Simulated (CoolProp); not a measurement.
Properties of R236FA at several states.

The numbers come from the reference Helmholtz-energy equation of state, Pan 2012 in CoolProp.

```json
[
 {"T (K)": "352.4", "p (MPa)": "0.755", "phase": "gas", "speed of sound (m/s)": "124.9", "viscosity (µPa s)": "13.0", "conductivity (mW/(m K))": "17.7"},
 {"T (K)": "284.9", "p (MPa)": "0.116", "phase": "gas", "speed of sound (m/s)": "124.5", "viscosity (µPa s)": "10.4", "conductivity (mW/(m K))": "11.6"},
 {"T (K)": "364.2", "p (MPa)": "0.253", "phase": "gas", "speed of sound (m/s)": "140.6", "viscosity (µPa s)": "13.5", "conductivity (mW/(m K))": "18.3"},
 {"T (K)": "270.9", "p (MPa)": "0.109", "phase": "liquid", "speed of sound (m/s)": "642.2", "viscosity (µPa s)": "409", "conductivity (mW/(m K))": "81.2"},
 {"T (K)": "347.6", "p (MPa)": "17.1", "phase": "liquid", "speed of sound (m/s)": "507.3", "viscosity (µPa s)": "231", "conductivity (mW/(m K))": "70.9"},
 {"T (K)": "332.5", "p (MPa)": "0.963", "phase": "liquid", "speed of sound (m/s)": "389.3", "viscosity (µPa s)": "188", "conductivity (mW/(m K))": "63.5"}
]
```

Viscosity comes from a separate model (Huber 2003), an estimate that may be off by 10 % or more. Thermal conductivity comes from a separate model (Huber 2003), an estimate that may be off by 10 % or more.
